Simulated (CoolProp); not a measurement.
Vapour-liquid equilibrium of R125 (1) + R115 (2) at 223.6 K; x and y are mole fractions of (1).

The numbers come from the multi-fluid Helmholtz-energy mixture model, Lemmon 2005 and Lemmon 2016; pair parameters Bell 2016 in CoolProp.

Task: Give the bubble pressure and the first vapour's composition at x = 0.15, 0.55, 0.65. Is there an azeotrope?

Result: x = 0.15: 0.07812 MPa, y = 0.306; x = 0.55: 0.09614 MPa, y = 0.631; x = 0.65: 0.09777 MPa, y = 0.691. y crosses x between x = 0.75 and 0.85: the model has an azeotrope there.

The pair parameters rest on a limited set of measurements; away from them the model extrapolates.
